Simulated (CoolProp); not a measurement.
CH2F2 (R32) along the isotherm 435 K: fugacity coefficient from the reference equation and from simpler models built on Tc = 351.3 K, pc = 5783 kPa, ω = 0.277; each cubic takes its own stable root.

The numbers come from the reference Helmholtz-energy equation of state, Tillner-Roth 1997 in CoolProp.

```json
[
 {"p (kPa)": "91.4", "phase": "gas", "reference": "0.9972"},
 {"p (kPa)": "148", "phase": "gas", "reference": "0.9955"},
 {"p (kPa)": "239", "phase": "gas", "reference": "0.9927"},
 {"p (kPa)": "386", "phase": "gas", "reference": "0.9882"},
 {"p (kPa)": "623", "phase": "gas", "reference": "0.9810"},
 {"p (kPa)": "1010", "phase": "gas", "reference": "0.9693"},
 {"p (kPa)": "1630", "phase": "gas", "reference": "0.9509"},
 {"p (kPa)": "2630", "phase": "gas", "reference": "0.9217"},
 {"p (kPa)": "4240", "phase": "gas", "reference": "0.8762"},
 {"p (kPa)": "6860", "phase": "supercritical", "reference": "0.8061"},
 {"p (kPa)": "11100", "phase": "supercritical", "reference": "0.7043"},
 {"p (kPa)": "17900", "phase": "supercritical", "reference": "0.5800"},
 {"p (kPa)": "28900", "phase": "supercritical", "reference": "0.4747"}
]
```

Q: How far does each simpler model (van der Waals, Redlich-Kwong, Soave-Redlich-Kwong, Peng-Robinson) lie from the reference over these 13 states: mean and median of the absolute difference, and the worst?

A: 
- van der Waals: mean 0.8 %, median 0.0 %, worst +4.1 % at 435 K and 28900 kPa
- Redlich-Kwong: mean 0.5 %, median 0.1 %, worst +4.1 % at 435 K and 28900 kPa
- Soave-Redlich-Kwong: mean 3.4 %, median 0.7 %, worst +19.4 % at 435 K and 28900 kPa
- Peng-Robinson: mean 1.1 %, median 0.1 %, worst +8.8 % at 435 K and 28900 kPa
